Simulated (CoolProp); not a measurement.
A closed Brayton cycle with carbon dioxide: compressor inlet 311.15 K and 8.3 MPa, high pressure 23.4 MPa, turbine inlet 900 K, compressor efficiency 0.8, turbine efficiency 0.93, recuperator effectiveness 0 (on enthalpy, no pinch check). Each further row changes one setting.

Values from CoolProp's reference Helmholtz-energy equation of state, Span 1996.

| case | thermal efficiency (%) | net work (kJ/kg) | compressor to turbine work | compressor exit (K) | turbine exit (K) |
|---|---|---|---|---|---|
| as stated | 16.0 | 115 | 0.25 | 373.4 | 765.4 |
| turbine inlet 850 K | 16.1 | 106 | 0.27 | 373.4 | 720.2 |
| compressor inlet 321.15 K | 15.4 | 101 | 0.35 | 405.8 | 765.4 |
| high pressure 19.9 MPa | 13.8 | 100 | 0.24 | 363.3 | 785.8 |
| recuperator effectiveness 0.5 | 23.5 | 115 | 0.25 | 373.4 | 765.4 |
